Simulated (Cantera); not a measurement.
A perfectly stirred reactor is fed with CH₄ : H₂O = 1 : 1.1 (molar parts), at 100.0 Torr; it is held at 1325 K, and followed from long to short residence time.

Model: GRI-Mech 3.0 (53 species, 325 reactions), integrated in Cantera.

Q: Predict: x(CH₄) at τ = 6.90 s; x(H₂O) at τ = 6.90 s; x(CH₃) at τ = 6.90 s; x(H₂) at τ = 6.90 s; x(C₂H₄) at τ = 6.90 s; x(CH₄) at τ = 39.0 ms; x(H₂O) at τ = 39.0 ms; x(CH₃) at τ = 39.0 ms; x(H₂) at τ = 39.0 ms; x(C₂H₄) at τ = 39.0 ms.

A: 
```
Property                 Result
----------------------  -------
x(CH₄) at τ = 6.90 s      0.441
x(H₂O) at τ = 6.90 s      0.512
x(CH₃) at τ = 6.90 s    4.52e-5
x(H₂) at τ = 6.90 s      0.0352
x(C₂H₄) at τ = 6.90 s   0.00170
x(CH₄) at τ = 39.0 ms     0.476
x(H₂O) at τ = 39.0 ms     0.524
x(CH₃) at τ = 39.0 ms   2.27e-5
x(H₂) at τ = 39.0 ms    6.67e-5
x(C₂H₄) at τ = 39.0 ms  7.62e-6
```
